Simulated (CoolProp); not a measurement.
Cyclopentane along the isobar 2.85 MPa: density (kg/m³) from the reference equation and from simpler models built on Tc = 511.7 K, pc = 4.583 MPa, ω = 0.202; each cubic takes its own stable root.

Values from CoolProp's reference Helmholtz-energy equation of state, Gedanitz 2015.

```json
[
 {"T (K)": "448.3", "phase": "liquid", "reference": "559.9"},
 {"T (K)": "459.6", "phase": "liquid", "reference": "538.5"},
 {"T (K)": "470.9", "phase": "liquid", "reference": "513.2"},
 {"T (K)": "482.2", "phase": "gas", "reference": "78.65"},
 {"T (K)": "493.5", "phase": "gas", "reference": "71.61"},
 {"T (K)": "504.8", "phase": "gas", "reference": "66.54"},
 {"T (K)": "516.1", "phase": "gas", "reference": "62.56"},
 {"T (K)": "527.4", "phase": "gas", "reference": "59.30"},
 {"T (K)": "538.7", "phase": "gas", "reference": "56.53"},
 {"T (K)": "550", "phase": "gas", "reference": "54.13"}
]
```

**Question.** How far does each simpler model (van der Waals, Soave-Redlich-Kwong, Peng-Robinson) lie from the reference over these 10 states: mean and median of the absolute difference, and the worst?

**Answer.** 
- van der Waals: mean 24.5 %, median 7.1 %, worst -85.6 % at 470.9 K and 2.85 MPa
- Soave-Redlich-Kwong: mean 4.5 %, median 2.0 %, worst -13.1 % at 470.9 K and 2.85 MPa
- Peng-Robinson: mean 1.4 %, median 1.5 %, worst +2.6 % at 448.3 K and 2.85 MPa

At some of these states van der Waals gives the other phase, because its saturation line lies elsewhere.
